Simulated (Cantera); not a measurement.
Mixture: CH4 : O2 : N2 = 1 : 2.38 : 13.6 (molar parts), equivalence ratio 0.84, at 18000 Torr, adiabatic and at constant pressure. Ignition delay is the time to a rise of 400 K.

Model: GRI-Mech 3.0 (53 species, 325 reactions), integrated in Cantera. The pressure lies above the range GRI-Mech 3.0 was tuned for (to about 10 atm).

Predict: delay at 1125 K; delay at 1275 K; delay at 1425 K; delay at 1575 K; apparent activation energy between 1500 and 1650 K.


- delay at 1125 K = 6.24 ms
- delay at 1275 K = 1.03 ms
- delay at 1425 K = 0.233 ms
- delay at 1575 K = 61.9 µs
- apparent activation energy between 1500 and 1650 K = 170 kJ/mol
